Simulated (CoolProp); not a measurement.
A single-stage vapour-compression cycle with carbonyl sulfide: evaporating at 210.15 K (dew point), condensing at 230.15 K (bubble point), superheat 10 K, subcooling 2 K, compressor efficiency 0.6, no pressure losses. Each further row changes one setting.

Computed with CoolProp (reference Helmholtz-energy equation of state, Lemmon 2006). It is a short technical equation, of lower accuracy than the large ones.

```json
[
 {"case": "as stated", "cooling COP": "5.69", "pressure ratio": "2.60", "discharge temperature (K)": "301.7", "refrigerating effect (kJ/kg)": "302", "volumetric capacity (kJ/m³)": "541"},
 {"case": "evaporating temperature 215.15 K", "cooling COP": "…", "pressure ratio": "2.01", "discharge temperature (K)": "…", "refrigerating effect (kJ/kg)": "…", "volumetric capacity (kJ/m³)": "693"},
 {"case": "condensing temperature 225.15 K", "cooling COP": "7.74", "pressure ratio": "2.09", "discharge temperature (K)": "282.2", "refrigerating effect (kJ/kg)": "308", "volumetric capacity (kJ/m³)": "551"},
 {"case": "subcooling 7 K", "cooling COP": "5.81", "pressure ratio": "2.60", "discharge temperature (K)": "301.7", "refrigerating effect (kJ/kg)": "308", "volumetric capacity (kJ/m³)": "551"},
 {"case": "superheat 20 K", "cooling COP": "…", "pressure ratio": "2.60", "discharge temperature (K)": "314.1", "refrigerating effect (kJ/kg)": "309", "volumetric capacity (kJ/m³)": "527"},
 {"case": "compressor efficiency 0.5", "cooling COP": "4.74", "pressure ratio": "2.60", "discharge temperature (K)": "316.6", "refrigerating effect (kJ/kg)": "302", "volumetric capacity (kJ/m³)": "541"}
]
```

What belongs in the gaps?


- evaporating temperature 215.15 K, cooling COP: 7.94
- evaporating temperature 215.15 K, discharge temperature (K): 284.7
- evaporating temperature 215.15 K, refrigerating effect (kJ/kg): 305
- superheat 20 K, cooling COP: 5.56
